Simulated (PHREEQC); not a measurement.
Make-up at 90 °C: 0.044 mol/kgw HBr, 0.21 mol/kgw CaCl2 and 0.0085 mol/kgw KCl. Closed to the air; pH follows from the charge balance.

Model: ion-association model, wateq4f.dat, run in PHREEQC.

```json
[
 {"quantity": "pH", "before": "1.49", "after": "4.91"},
 {"quantity": "ionic strength (mol/kgw)", "before": "0.682", "after": "0.701"},
 {"quantity": "SI of Portlandite (Ca(OH)2)", "before": "-17.13", "after": "-10.30"}
]
```

Task: What was changed between the two runs?
(A) diluted 2-fold with water
(B) CaCl2 from 0.21 to 0.231 mol/kgw
(C) KCl left out
(D) HBr replaced by ZnBr2 at the same molality
(E) CaCl2 from 0.21 to 0.021 mol/kgw

Result: D, HBr replaced by ZnBr2 at the same molality

Precipitation was switched off in this run. The ionic strength passes 0.7 mol/kgw, the rough limit of the ion-association models, in after. Constants without temperature data keep their 25 °C values here.
